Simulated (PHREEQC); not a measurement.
A solution holds 0.059 mol HF, 0.00016 mol NH4F, 8.4e-05 mol H2SiF6 and 0.15 mol H2SO4 per kg of water, at 25 °C. Closed to the air; pH follows from the charge balance.

All values are PHREEQC results (ion-association model, wateq4f.dat), not measurements.

No solid was allowed to form.

Problem. Predict the pH, activity of water.

Solution. pH 0.86; activity of water 0.994.

Problem. In which forms is F present?

Solution. HF 78 %, H2F2 20 %, SiF6-2 0.8 %, F- 0.6 % of the F.

wateq4f.dat counts part of the HF as a dimer, H2F2, which phreeqc.dat doesn't know; its constant is uncertain. SiF6-2 is the database's only silicon fluoride.
